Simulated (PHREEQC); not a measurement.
Synthetic water in mmol/kgw, 25 °C, pH 7.54, pe -0.9:

```json
[
 {"constituent": "Na", "mmol/kgw": "6.39"},
 {"constituent": "K", "mmol/kgw": "2.36"},
 {"constituent": "Ca", "mmol/kgw": "1.47"},
 {"constituent": "Mg", "mmol/kgw": "0.995"},
 {"constituent": "Cl", "mmol/kgw": "4.09"},
 {"constituent": "S(6)", "mmol/kgw": "4.05"},
 {"constituent": "Alkalinity (meq/kgw)", "mmol/kgw": "1.84"},
 {"constituent": "Fe(2)", "mmol/kgw": "0.439"},
 {"constituent": "F", "mmol/kgw": "0.3"}
]
```

Valence states are taken as typed.

Equilibrium calculation in PHREEQC: ion-association model, phreeqc.dat.

Task: The ionic strength comes out as 0.0189 mol/kgw. What activity coefficients do Ca+2, FeOH+, F-, KSO4-, FeHCO3+ get?

Result: Ca+2 0.59, FeOH+ 0.88, F- 0.87, KSO4- 0.88, FeHCO3+ 0.87.

This is a speciation only: nothing precipitates in the calculation. The solution is supersaturated, for example in Siderite, Fluorite, so a real one may precipitate; this is no full list. Fluoro complexes past AlF4- and FeF3 are missing from the database.
